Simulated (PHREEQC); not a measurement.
Dissolve 33 mmol/kgw H2S, 0.4 mmol/kgw NaCl and 26 mmol/kgw MnCl2 at 25 °C. Closed to the air; pH follows from the charge balance.

All values are PHREEQC results (ion-association model, wateq4f.dat), not measurements.

Precipitation was switched off in this run.

Question: Predict the pH.

Answer: pH 4.19.

Question: In which forms is Cl present?

Answer: Cl- 96 %, MnCl+ 4.0 % of the Cl.

The polysulfide entries of wateq4f.dat were taken out for this run.
